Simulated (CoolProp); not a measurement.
Vapour-liquid equilibrium of methanol (1) + isohexane (2) at 121.75 °C; x and y are mole fractions of (1).

Model: multi-fluid Helmholtz-energy mixture model, de Reuck 1993 and Lemmon 2006; pair parameters Bell 2016, in CoolProp.

```csv
x,bubble pressure (MPa),y at the bubble point,dew pressure at overall composition x (MPa),liquid density (mol/L)
0.05,0.6203,0.183,0.5367,6.571
0.125,0.7359,0.330,0.5816,6.927
0.2,0.8113,0.413,0.6324,7.337
0.275,0.8593,0.467,0.6898,7.816
0.35,0.8888,0.504,0.7538,8.378
0.425,0.9059,0.532,0.8222,9.043
0.5,0.9149,0.556,0.8859,9.832
0.575,0.9178,0.577,0.9178,10.77
0.65,0.9151,0.601,0.8955,11.90
0.725,0.9047,0.631,0.8489,13.26
0.8,0.8811,0.675,0.7975,14.90
0.875,0.8350,0.745,0.7477,16.91
0.95,0.7537,0.866,0.7015,19.39
```

y crosses x between x = 0.575 and 0.65: the model has an azeotrope there.

Pair parameters are fitted to limited data, so mixtures are less certain than the pure fluids. With so large a gap from Raoult's law the liquid may split in two, which this calculation doesn't test in full.
